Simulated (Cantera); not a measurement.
**Stirred combustor or abatement burner**

A perfectly stirred reactor is fed with 2.10 % C3H8, 20.5 % O2, 77.4 % N2, equivalence ratio 0.51, at 500000 Pa; it is adiabatic with a 425 K inlet, and is followed from long to short residence time, starting on the burning branch (τ in s: 0.2, 0.086, 0.037, 0.016, 0.0068, 0.0029, 0.0013, 0.00054, 0.00023, 0.0001, 4.3e-05).

Cantera simulation using GRI-Mech 3.0 (53 species, 325 reactions); the numbers are that mechanism's predictions, not measurements. GRI-Mech 3.0 was tuned for natural gas; its chemistry of propane as a main component is partial and can be far from experiment.

| τ (s) | T (K) | x C3H8 | x O2 | x OH | x HO2 | x C2H4 | x H2O |
|---|---|---|---|---|---|---|---|
| 0.20 | 1628 | 6.62e-7 | 0.0986 | 0.000215 | 1.18e-6 | 2.51e-6 | 0.0820 |
| 0.086 | 1627 | 1.26e-6 | 0.0986 | 0.000269 | 1.95e-6 | 4.49e-6 | 0.0820 |
| 0.037 | 1625 | 2.34e-6 | 0.0987 | 0.000339 | 3.34e-6 | 7.86e-6 | 0.0819 |
| 0.016 | 1622 | 4.26e-6 | 0.0988 | 0.000426 | 5.79e-6 | 1.35e-5 | 0.0818 |
| 0.0068 | 1616 | 7.79e-6 | 0.0991 | 0.000533 | 1.02e-5 | 2.34e-5 | 0.0816 |
| 0.0029 | 1606 | 1.43e-5 | 0.0996 | 0.000649 | 1.83e-5 | 4.04e-5 | 0.0814 |
| 0.0013 | 1589 | 2.61e-5 | 0.101 | 0.000745 | 3.21e-5 | 6.98e-5 | 0.0810 |
| 0.00054 | 1545 | 6.01e-5 | 0.103 | 0.000725 | 6.58e-5 | 0.000151 | 0.0801 |
| 0.00023 | 425 | 0.0210 | 0.205 | <1e-12 | <1e-12 | <1e-12 | <1e-12 |
| 0.00010 | 425 | 0.0210 | 0.205 | <1e-12 | <1e-12 | <1e-12 | <1e-12 |
| 4.3e-5 | 425 | 0.0210 | 0.205 | <1e-12 | <1e-12 | <1e-12 | <1e-12 |
x: mole fraction; the columns are a selection and need not sum to one.
